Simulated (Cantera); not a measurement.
A perfectly stirred reactor is fed with 6.87 % CH₄, 19.6 % O₂, 73.5 % N₂, equivalence ratio 0.70, at 10.0 bar; it is adiabatic with a 750 K inlet, and is followed from long to short residence time, starting on the burning branch (τ in s: 0.35, 0.14, 0.053, 0.021, 0.008, 0.0031, 0.0012, 0.00047, 0.00018, 7.1e-05, 2.8e-05, 1.1e-05).

Detailed kinetics in Cantera: GRI-Mech 3.0 (53 species, 325 reactions).

**Question.** Predict: blow-out, bracketed by the residence times tried; x(CH₄) at τ = 0.350 s; x(O₂) at τ = 0.350 s; x(CO₂) at τ = 0.350 s; x(NO) at τ = 0.350 s; x(H₂O) at τ = 0.350 s; x(CH₄) at τ = 1.20 ms; x(O₂) at τ = 1.20 ms; x(CO₂) at τ = 1.20 ms; x(NO) at τ = 1.20 ms; x(H₂O) at τ = 1.20 ms.

**Answer.** blow-out, bracketed by the residence times tried: burning at 28.0 µs, out at 11.0 µs
x(CH₄) at τ = 0.350 s: 1.60e-7
x(O₂) at τ = 0.350 s: 0.0564
x(CO₂) at τ = 0.350 s: 0.0681
x(NO) at τ = 0.350 s: 0.00452
x(H₂O) at τ = 0.350 s: 0.136
x(CH₄) at τ = 1.20 ms: 3.29e-5
x(O₂) at τ = 1.20 ms: 0.0591
x(CO₂) at τ = 1.20 ms: 0.0670
x(NO) at τ = 1.20 ms: 0.000134
x(H₂O) at τ = 1.20 ms: 0.135
